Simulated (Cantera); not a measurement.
Mixture: 9.30 % CH4, 15.5 % O2, 72.8 % N2, 2.33 % CO2, equivalence ratio 1.2, at 29.6 atm, adiabatic and at constant pressure. Ignition delay is the time to a rise of 400 K.

Computed with Cantera and GRI-Mech 3.0 (53 species, 325 reactions). The pressure lies above the range GRI-Mech 3.0 was tuned for (to about 10 atm).

### Question
Predict: delay at 1200 K; delay at 1275 K; delay at 1350 K; delay at 1425 K; delay at 1500 K; delay at 1575 K; apparent activation energy between 1425 and 1575 K.

### Answer
```json
{
  "delay at 1200 K": "1.83 ms",
  "delay at 1275 K": "0.795 ms",
  "delay at 1350 K": "0.371 ms",
  "delay at 1425 K": "0.183 ms",
  "delay at 1500 K": "93.4 µs",
  "delay at 1575 K": "49.2 µs",
  "apparent activation energy between 1425 and 1575 K": "160 kJ/mol"
}
```
